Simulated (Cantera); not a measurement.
Cantera run:

```python
import numpy as np
import cantera as ct

gas_names = """
    Ca CaCL CaCL2 CaO CaOH CaO2H2 Ca2 CL CLO CL2 H HCL HNO HNO2 HNO3 HOCL HO2 H2 H2O H2O2 N NH NH2 NH3
    NH2OH NO NO2 NO3 N2 N2H2 N2H4 N2O O OH O2 O3
""".split()
cond_names = """
    Ca(a) Ca(b) Ca(L) CaCL2(s) CaCL2(L) CaO(s) CaO(L) CaO2H2(s) H2O(s) H2O(L) NH4CL(a) NH4CL(b)
""".split()


# ... load() reads the species with a 1 bar reference pressure and builds the phases ...
atoms = {
    'CaO': {'Ca': 1, 'O': 1},
    'Cl2': {'CL': 2},
    'N2': {'N': 2},
    'HCl': {'H': 1, 'CL': 1},
}
top_T = {}  # K; cautious upper limits of use, not melting points


# ... equilibrate(T, P, feed) seeds the gas with the atoms and calls Mixture.equilibrate('TP', solver="vcs", rtol=1e-11, max_steps=5000) ...
results = []
feed = {'CaO': 1, 'Cl2': 5.4, 'N2': 0.34, 'HCl': 2.3}  # mol
P = 13332.2  # Pa
for T in [1073, 1123, 1173, 1223, 1273, 1323, 1373, 1423, 1473, 1523, 1573, 1623, 1673]:
    mix = equilibrate(T, P, feed)
    results.append((T, P, feed, dict(zip(mix.species_names, mix.species_moles))))

top = {s: max(r[3][s] / sum(r[3][g] for g in gas_names) for r in results) for s in gas_names}
cols = sorted((s for s in top if top[s] > 0.001), key=lambda s: -top[s])[:5]
seen = [c for c in cond_names if any(r[3].get(c, 0) > 1e-12 for r in results)]
print("log10 of partial pressures in bar; condensed amounts in mol")
print(f"{'T/K':>10s}" + "".join(f"{s[:9]:>10s}" for s in cols + seen))
for T, P, feed, n in results:
    ng = sum(n[g] for g in gas_names)
    print(f"{T:10.4g}" + "".join(f"{np.log10(max(n[s] / ng * P / 1e5, 1e-99)):10.3f}" for s in cols)
          + "".join(f"{n.get(c, 0):10.4g}" for c in seen))
```

Result:

```
log10 of partial pressures in bar; condensed amounts in mol
       T/K       CL2       HCL        CL     CaCL2        O2  CaCL2(L)
      1073    -1.108    -1.399    -3.522    -6.591    -2.063         1
      1123    -1.109    -1.398    -3.253    -5.984    -2.061    0.9999
      1173    -1.112    -1.397    -3.007    -5.433    -2.061    0.9998
      1223    -1.115    -1.397    -2.781    -4.930    -2.061    0.9993
      1273    -1.120    -1.398    -2.573    -4.471    -2.062    0.9981
      1323    -1.127    -1.400    -2.382    -4.049    -2.064    0.9949
      1373    -1.137    -1.404    -2.207    -3.661    -2.067    0.9873
      1423    -1.152    -1.409    -2.046    -3.302    -2.073    0.9707
      1473    -1.172    -1.417    -1.900    -2.971    -2.081     0.936
      1523    -1.200    -1.428    -1.767    -2.664    -2.093    0.8667
      1573    -1.239    -1.445    -1.649    -2.378    -2.110    0.7325
      1623    -1.293    -1.470    -1.547    -2.113    -2.135    0.4779
      1673    -1.370    -1.506    -1.464    -1.866    -2.172         0
```

Method: chemical equilibrium by Gibbs-energy minimisation in Cantera with the NASA 1993 tables (ideal gas, pure condensed phases). Condensed phases not in the tables: oxide chlorides.
